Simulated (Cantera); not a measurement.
A perfectly stirred reactor is fed with NH3 : N2 = 1 : 1.9 (molar parts), at 1.60 bar; it is held at 1900 K, and followed from long to short residence time.

Model: the gas-phase N/H chemistry of the illustrative SiF4/NH3 mechanism in the Surface Chemkin manual (1991), integrated in Cantera. Walls and surfaces, which speed up NH3 decomposition in real reactors, are not modelled.

### Question
Predict: x(NH3) at τ = 0.970 s; x(N2H2) at τ = 0.970 s; x(H2) at τ = 0.970 s; x(NH) at τ = 0.970 s; x(N2) at τ = 0.970 s; x(NH3) at τ = 19.0 ms; x(N2H2) at τ = 19.0 ms; x(H2) at τ = 19.0 ms; x(NH) at τ = 19.0 ms; x(N2) at τ = 19.0 ms.

### Answer
* **x(NH3) at τ = 0.970 s**: 0.0372
* **x(N2H2) at τ = 0.970 s**: 5.68e-8
* **x(H2) at τ = 0.970 s**: 0.343
* **x(NH) at τ = 0.970 s**: 2.05e-6
* **x(N2) at τ = 0.970 s**: 0.620
* **x(NH3) at τ = 19.0 ms**: 0.270
* **x(N2H2) at τ = 19.0 ms**: 8.74e-7
* **x(H2) at τ = 19.0 ms**: 0.0827
* **x(NH) at τ = 19.0 ms**: 4.60e-6
* **x(N2) at τ = 19.0 ms**: 0.646
